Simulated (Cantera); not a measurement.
**Adiabatic ignition**

An adiabatic, constant-volume homogeneous reactor starts with 10.4 % CH3OH, 7.46 % O2, 82.1 % N2, equivalence ratio 2.1, at 1550 K and 1.20 bar.

Cantera simulation using GRI-Mech 3.0 (53 species, 325 reactions); the numbers are that mechanism's predictions, not measurements. GRI-Mech 3.0 was tuned for natural gas; its chemistry of methanol as a main component is partial and can be far from experiment.

```csv
t (s),T (K),P (bar),x CH3OH,x O2,x CO2,x C2H6,x C2H,x CH3
5.00e-6,1550,1.20,0.104,0.0745,4.85e-6,8.19e-9,<1e-12,1.54e-5
1.31e-5,1550,1.20,0.104,0.0743,1.29e-5,7.36e-8,<1e-12,2.43e-5
3.43e-5,1551,1.20,0.103,0.0737,3.42e-5,2.45e-7,<1e-12,1.74e-5
9.00e-5,1581,1.24,0.0860,0.0666,0.000130,3.14e-7,<1e-12,9.83e-6
0.000236,2266,2.01,<1e-12,0.000304,0.0202,<1e-12,<1e-12,1.65e-12
0.000618,2361,2.08,<1e-12,3.71e-5,0.0195,<1e-12,<1e-12,2.62e-12
0.00162,2380,2.09,<1e-12,1.35e-5,0.0194,<1e-12,<1e-12,3.65e-12
0.00424,2381,2.09,<1e-12,1.24e-5,0.0194,<1e-12,<1e-12,3.77e-12
0.0111,2380,2.09,<1e-12,1.23e-5,0.0194,<1e-12,<1e-12,3.78e-12
0.0291,2380,2.09,<1e-12,1.23e-5,0.0194,<1e-12,<1e-12,3.81e-12
0.0763,2380,2.09,<1e-12,1.23e-5,0.0194,<1e-12,<1e-12,3.82e-12
0.200,2380,2.09,<1e-12,1.23e-5,0.0194,<1e-12,<1e-12,3.82e-12
```
x: mole fraction; the columns are a selection and need not sum to one.

- time of steepest temperature rise: 0.127 ms
- temperature at 0.200 s: 2380 K
- equilibrium temperature: 2380 K
- x(CH3OH) at 0.200 s: <1e-12 (gas-phase equilibrium <1e-12)
- x(O2) at 0.200 s: 1.23e-5 (gas-phase equilibrium 1.23e-5)
- x(CO2) at 0.200 s: 0.0194 (gas-phase equilibrium 0.0194)
